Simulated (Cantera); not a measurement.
Charge: 1 mol C3H8, 0.13 mol NH3, 16 mol N2, at 1.20 Torr.

Equilibrium computed with Cantera from the NASA thermochemical tables; the gas is ideal and each condensed phase is pure. Candidate condensed phases: C, C6H6, C7H8, C8H18; 92 gas species. The numbers say what is thermodynamically allowed, not how fast it happens.

Task: At 1725 K, list the 4 most abundant gas species with their mole fractions, and the condensed phases.

Result: N2 0.791, H2 0.205, H 0.00210, HCN 0.00169. Condensed: C(graphite).
